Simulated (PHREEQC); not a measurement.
**Brackish or sea water**

Model water analysis in mmol/kgw, 25 °C, pH 8.65:

| constituent | mmol/kgw |
|---|---|
| Na | 91.8 |
| K | 3.1 |
| Ca | 6.54 |
| Mg | 12.9 |
| Cl | 128 |
| S(6) | 5.48 |
| Alkalinity (meq/kgw) | 0.267 |
| Si | 0.0229 |
| Sr | 0.0595 |
| Mn(2) | 3.16 |

Valence states are taken as typed.

All values are PHREEQC results (ion-association model, phreeqc.dat), not measurements.

This is a speciation only: nothing precipitates in the calculation.

Estimate the specific conductance, density, charge-balance error.

specific conductance 13500 µS/cm; density 1.003 g/cm³; charge-balance error 0.4 %.

In which forms is Sr present?

Sr+2 93 %, SrSO4 6.5 % of the Sr.

The solution is supersaturated, for example in Rhodochrosite, so a real one may precipitate; this is no full list.
